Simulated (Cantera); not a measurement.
Input: 1 mol SiH2Cl2, 0.015 mol Cl2, 120 mol N2, at 0.170 bar.

Equilibrium computed with Cantera from the NASA thermochemical tables; the gas is ideal and each condensed phase is pure. Candidate condensed phases: NH4Cl, Si, Si3N4; 28 gas species. N2 is the only nitrogen source here; it is nearly inert below about 1500 K, so the nitride shown seldom forms there in practice. Kinetics and transport are ignored. All values below are at 827 °C.

Base state: N2 0.984, HCl 0.0128, H2 0.00182, SiCl4 0.000966 (mole fractions); condensed: Si3N4(s).

Question: What changes in the equilibrium state with this change: SiH2Cl2 replaced by Si2H6?

Answer: 
| species | before | after |
|---|---|---|
| N2 | 0.984 | 0.975 |
| H2 | 0.00182 | 0.0245 |
| HCl | 0.0128 | 0.000247 |
| SiCl4 | 0.000966 | <1e-9 |
| Si3N4(s), mol | 0.294 | 0.667 |
The feed counts by its element totals alone.
